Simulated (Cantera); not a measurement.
A perfectly stirred reactor is fed with CH4 : O2 : N2 : H2 = 0.0057 : 0.029 : 1 : 0.0032 (molar parts), equivalence ratio 0.45, at 0.960 bar; it is held at 1275 K, and followed from long to short residence time.

Computed with Cantera and GRI-Mech 3.0 (53 species, 325 reactions).

Task: Predict: x(CH4) at τ = 17.0 s; x(O2) at τ = 17.0 s; x(NO) at τ = 17.0 s; x(CH2O) at τ = 17.0 s; x(CH4) at τ = 0.200 s; x(O2) at τ = 0.200 s; x(C2H4) at τ = 0.200 s; x(NO) at τ = 0.200 s; x(CH2O) at τ = 0.200 s.

Result: 
- x(CH4) at τ = 17.0 s = 9.20e-7
- x(O2) at τ = 17.0 s = 0.0154
- x(NO) at τ = 17.0 s = 6.48e-7
- x(CH2O) at τ = 17.0 s = 4.80e-8
- x(CH4) at τ = 0.200 s = 1.60e-5
- x(O2) at τ = 0.200 s = 0.0155
- x(C2H4) at τ = 0.200 s = 8.89e-9
- x(NO) at τ = 0.200 s = 2.95e-7
- x(CH2O) at τ = 0.200 s = 1.05e-6
